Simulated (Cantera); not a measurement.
Charge: 1 mol PbO, 35 mol N₂, 1.7 mol O₂, equilibrated at 133 Pa.

Method: chemical equilibrium by Gibbs-energy minimisation in Cantera with the NASA 1993 tables (ideal gas, pure condensed phases). Candidate condensed phases: Pb, PbO, PbO₂, Pb₃O₄; 12 gas species. Rates play no part.

At 875 °C, list the 5 most abundant gas species with their mole fractions, and the condensed phases.

N₂ 0.937, O₂ 0.0457, PbO 0.0162, Pb 0.000462, NO 6.57e-5. Condensed: PbO(yellow).
